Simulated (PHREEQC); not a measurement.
Consider water at 25 °C with 0.0029 mol/kgw NH3 and 0.00014 mol/kgw H3BO3. Closed to the air; pH follows from the charge balance.

All values are PHREEQC results (ion-association model, phreeqc.dat), not measurements.

Each row changes one thing in this solution. No solid was allowed to form.

```csv
case,pH,ionic strength (mol/kgw),H2BO3- (mol/kgw),H3BO3 (mol/kgw)
as made,10.20,0.000292,0.000127,1.35e-5
temperature from 25 to 40 °C,9.77,0.000290,0.000115,2.55e-5
H3BO3 replaced by Na2B4O7 at the same molality,10.12,0.000632,0.000496,6.41e-5
H3BO3 from 0.00014 to 2.8e-05 mol/kgw,10.31,0.000235,2.58e-5,2.17e-6
diluted 100-fold with water,9.17,1.57e-5,6.47e-7,7.53e-7
NH3 left out,6.52,3.01e-7,2.67e-7,0.000140
H3BO3 from 0.00014 to 0.0007 mol/kgw,9.82,0.000625,0.000557,0.000143
```

Constants without temperature data keep their 25 °C values here.
